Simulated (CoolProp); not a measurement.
Vapour-liquid equilibrium of toluene (1) + p-xylene (2) at 4.71 bar; x and y are mole fractions of (1).

Values from CoolProp's multi-fluid Helmholtz-energy mixture model, Lemmon 2006 and Zhou 2012; pair parameters Bell 2016.

### Question
Give the bubble temperature and the first vapour's composition at x = 0.05, 0.125, 0.275. Is there an azeotrope?

### Answer
x = 0.05: 204.9 °C, y = 0.080; x = 0.125: 202.0 °C, y = 0.192; x = 0.275: 196.4 °C, y = 0.390. No azeotrope shows between x = 0.05 and 0.95.

The pair parameters rest on a limited set of measurements; away from them the model extrapolates.
